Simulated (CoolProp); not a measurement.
A single-stage vapour-compression cycle with R152A: evaporating at 328.15 K (dew point), condensing at 362.15 K (bubble point), superheat 0 K, subcooling 2 K, compressor efficiency 0.8, no pressure losses. Each further row changes one setting.

Computed with CoolProp (reference Helmholtz-energy equation of state, Outcalt 1996). It is a modified Benedict-Webb-Rubin equation, recast in Helmholtz form.

| case | cooling COP | pressure ratio | discharge temperature (K) | refrigerating effect (kJ/kg) | volumetric capacity (kJ/m³) |
|---|---|---|---|---|---|
| as stated | 5.79 | 2.12 | 373.4 | 169 | 7140 |
| evaporating temperature 333.15 K | 7.05 | 1.88 | 371.8 | 171 | 8220 |
| condensing temperature 357.15 K | 7.14 | 1.91 | 366.9 | 180 | 7630 |
| subcooling 7 K | 6.21 | 2.12 | 373.4 | 181 | 7660 |
| superheat 10 K | 5.83 | 2.12 | 382.7 | 184 | 7250 |
| compressor efficiency 0.7 | 5.06 | 2.12 | 375.6 | 169 | 7140 |
